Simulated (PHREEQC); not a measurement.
Consider water at 25 °C with 21 mmol/kgw FeSO4, 150 mmol/kgw CaCl2 and 0.16 mmol/kgw NaH2PO4. Closed to the air; pH follows from the charge balance.

All values are PHREEQC results (ion-association model, wateq4f.dat), not measurements.

| quantity | before | after |
|---|---|---|
| pH | 5.22 | 5.29 |
| ionic strength (mol/kgw) | 0.480 | 0.0556 |
| Fe+2 (mol/kgw) | 0.0179 | 0.0138 |
| SO4-2 (mol/kgw) | 0.00838 | 0.0139 |
| FeSO4 (mol/kgw) | 0.00126 | 0.00708 |
| HSO4- (mol/kgw) | 1.54e-6 | 3.83e-6 |
| SI of Melanterite (FeSO4:7H2O) | -2.92 | -2.19 |

Task: Which change was made?
(A) NaH2PO4 from 0.00016 to 3.2e-05 mol/kgw
(B) temperature from 25 to 30 °C
(C) CaCl2 from 0.15 to 0.3 mol/kgw
(D) temperature from 25 to 80 °C
(E) CaCl2 left out

Result: E, CaCl2 left out

No solid was allowed to form. Some of these states are supersaturated (in Vivianite, Gypsum, for instance). H3PO4, which wateq4f.dat lacks, is added to it with the constant of phreeqc.dat.
